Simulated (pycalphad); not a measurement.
CALPHAD calculation (pycalphad, COST 507 light-alloy database (1999)), 1 atm. These are 1990s assessments: newer ones move some temperatures and phases. Kinetics are ignored, which matters at the lower temperatures.

Molar enthalpy of Al-0.8Si-8.67Mn (at.%) in equilibrium (SER reference):

```csv
T (K),H (kJ/mol),phases
1850,53.98,liquid
1775,51.50,liquid
1700,49.01,liquid
1625,46.53,liquid
1550,44.04,liquid
1475,41.56,liquid
1400,39.09,liquid
1325,36.63,liquid
1250,34.17,liquid
1175,31.73,liquid
1150,30.92,liquid
1100,25.90,liquid + AL4MN + ALMNSI_BETA
1025,20.67,liquid + AL4MN + ALMNSI_BETA
950,14.34,liquid + AL6MN + ALMNSI_BETA
925,7.24,AL6MN + fcc + ALMNSI_ALPHA
900,6.34,AL6MN + fcc + ALMNSI_ALPHA
875,5.47,AL6MN + fcc + ALMNSI_ALPHA
800,2.84,AL12MN + ALMNSI_ALPHA + fcc
725,0.50,AL12MN + ALMNSI_ALPHA + fcc
650,-1.75,AL12MN + ALMNSI_ALPHA + fcc
575,-3.93,AL12MN + ALMNSI_ALPHA + fcc
500,-6.03,AL12MN + ALMNSI_ALPHA + fcc
```

Cooling from 1150 K to 925 K, across the freezing range, releases 23.7 kJ/mol, or 805 J/g. The slope is 33 J/(mol K) in the liquid and 36 J/(mol K) just below the solidus, where it includes any heat of precipitation. Liquidus 1141 K, solidus 927 K. Changes were sought between steps of 25 K, so a narrower field can be missed.

Database names, with the compositions (at.%) that they take in these runs: AL4MN: Al 80 Mn 20; ALMNSI_BETA: Al 72 Mn 23 Si 4; AL6MN: Al 86 Mn 14; ALMNSI_ALPHA: Al 75-78 Mn 17 Si 4-8; AL12MN: Al 92 Mn 8.
